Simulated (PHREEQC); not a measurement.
A solution holds 5.7 mol NaCl and 0.15 mol LiCl per kg of water, at 25 °C. Closed to the air; pH follows from the charge balance.

Equilibrium calculation in PHREEQC: Pitzer model, pitzer.dat.

**Question.** The ionic strength comes out as 5.85 mol/kgw. What activity coefficients do Cl-, Li+, Na+ get?

**Answer.** Cl- 0.61, Li+ 4.2, Na+ 1.6. Single-ion values are on the MacInnes scale.

No solid was allowed to form.
